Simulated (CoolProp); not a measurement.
R245fa along the isotherm 166.85 °C: density (kg/m³) from the reference equation and from simpler models built on Tc = 153.9 °C, pc = 3651 kPa, ω = 0.378; each cubic takes its own stable root.

The numbers come from the reference Helmholtz-energy equation of state, Akasaka 2015 in CoolProp.

```tsv
p (kPa)	phase	reference
203	gas	7.565
406	gas	15.40
608	gas	23.48
811	gas	31.93
1010	gas	40.56
1220	gas	50.08
1420	gas	59.60
1620	gas	69.61
1830	gas	80.73
```

Q: How far does each simpler model (ideal gas, van der Waals, Redlich-Kwong, Soave-Redlich-Kwong) lie from the reference over these 9 states: mean and median of the absolute difference, and the worst?

A: 
- ideal gas: mean 9.0 %, median 8.8 %, worst -16.9 % at 166.85 °C and 1830 kPa
- van der Waals: mean 0.7 %, median 0.6 %, worst -1.3 % at 166.85 °C and 1830 kPa
- Redlich-Kwong: mean 0.4 %, median 0.4 %, worst +0.7 % at 166.85 °C and 1830 kPa
- Soave-Redlich-Kwong: mean 0.2 %, median 0.2 %, worst +0.2 % at 166.85 °C and 1420 kPa
